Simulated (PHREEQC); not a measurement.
## Brine (model solution)

A solution holds 2.1 mol/kgw KCl and 0.88 mol/kgw NaHCO3, at 25 °C. Closed to the air; pH follows from the charge balance.

The numbers come from PHREEQC with the Pitzer model, pitzer.dat.

Precipitation was switched off in this run.

### Question
Predict the pH, ionic strength, activity of water.

### Answer
pH 7.63; ionic strength 3.00 mol/kgw; activity of water 0.906.

### Question
In which forms is C present?

### Answer
HCO3- 96 %, CO2 1.8 %, CO3-2 1.8 % of the C.

In brines, pH and single-ion activities rest on the MacInnes convention.
